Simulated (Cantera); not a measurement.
# Thermal oxidation and active oxidation of silicon: Si + O₂ + N₂ + N₂O

Input: 1 mol Si, 0.0017 mol O₂, 47 mol N₂, 2 mol N₂O, at 1525 K and 10.0 mbar.

Method: chemical equilibrium by Gibbs-energy minimisation in Cantera with the NASA 1993 tables (ideal gas, pure condensed phases). Candidate condensed phases: Si, SiO₂, Si₂N₂O, Si₃N₄; 16 gas species. The tables hold silica as quartz up to 1696 K and as liquid above; real silica turns to tridymite and cristobalite and melts near 1996 K. Kinetics and transport are ignored.

```json
{
 "x(N₂)": "1.000",
 "x(O₂)": "2.59e-5",
 "x(NO)": "1.73e-5",
 "n(SiO₂(β-quartz))": "1.00 mol",
 "gas_amount": "49.00 mol",
 "log10 activity of Si(s) (absent)": "-15.31"
}
```
